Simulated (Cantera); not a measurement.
Input: 1 mol BF3, 0.83 mol H2O, at 1125 K and 0.133 bar.

Method: chemical equilibrium by Gibbs-energy minimisation in Cantera with the NASA 1993 tables (ideal gas, pure condensed phases). Gases not in the tables: H3BO3. Equilibrium is a limit: real reactors are often held back by kinetics, nucleation or transport.

```csv
species,before,after
HF,0.313,0.459
BF3,0.368,0.212
BOF,0.00162,0.182
H2O,0.272,0.122
HBO2,0.000378,0.0168
B3O3F3,0.0450,0.00746
B2O3,5.00e-9,9.73e-5
OH,1.20e-7,2.75e-5
(HBO2)3,0.000812,7.06e-6
H2,2.04e-6,0.000156
O2,7.69e-7,5.68e-5
BOF2,8.96e-7,5.57e-5
"B2O3(l), mol",0.0100,0
```
Gas species are given as mole fractions.

Problem. Name the change that produced these shifts.
A. pressure from 0.133 bar to 1.33 mbar
B. temperature from 1125 K to 1548.15 K
C. pressure from 0.133 bar to 28.0 mbar
D. H2O from 0.83 to 16 mol

Solution. B, temperature from 1125 K to 1548.15 K
